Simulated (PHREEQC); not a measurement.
A solution holds 0.0016 mol/kgw CuSO4, 0.14 mol/kgw ZnCl2, 0.0011 mol/kgw HCl and 0.02 mol/kgw Na2SO4, at 60 °C. Closed to the air; pH follows from the charge balance.

Model: ion-association model, phreeqc.dat, run in PHREEQC.

```
quantity                    before     after
------------------------  --------  --------
pH                            3.25      3.39
ionic strength (mol/kgw)     0.336     0.196
Cl- (mol/kgw)                0.222     0.141
SO4-2 (mol/kgw)            0.00927    0.0168
Cu+2 (mol/kgw)            0.000846  0.000839
CuCl+ (mol/kgw)           0.000607  0.000451
```

Problem. Name the change that produced these shifts.
A) Na2SO4 left out
B) ZnCl2 replaced by LiCl at the same molality
C) ZnCl2 replaced by Zn(NO3)2 at the same molality

Solution. B, ZnCl2 replaced by LiCl at the same molality

This is a speciation only: nothing precipitates in the calculation. At this temperature some constants are extrapolated from 25 °C, and those without enthalpy data are left unchanged.
